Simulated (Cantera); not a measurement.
A perfectly stirred reactor is fed with 7.54 % CH4, 0.384 % CO, 17.8 % O2, 66.8 % N2, 7.54 % H2O, equivalence ratio 0.86, at 0.474 atm; it is adiabatic with a 700 K inlet, and is followed from long to short residence time, starting on the burning branch (τ in s: 0.43, 0.11, 0.027, 0.0069, 0.0017, 0.00044, 0.00011, 2.8e-05, 7.1e-06).

Detailed kinetics in Cantera: GRI-Mech 3.0 (53 species, 325 reactions).

One state of this run: T (K) = 2094; x CH4 = 3.01e-5; x CO = 0.0110; x O2 = 0.0310; x OH = 0.00869; x O = 0.00218; x CH2 = 9.51e-7; x NO = 0.000158. x: mole fraction; the columns are a selection and need not sum to one.

**Question.** Which value of τ (s) does it belong to?
A. 0.0069
B. 0.43
C. 7.1e-6
D. 0.027

**Answer.** A, 0.0069
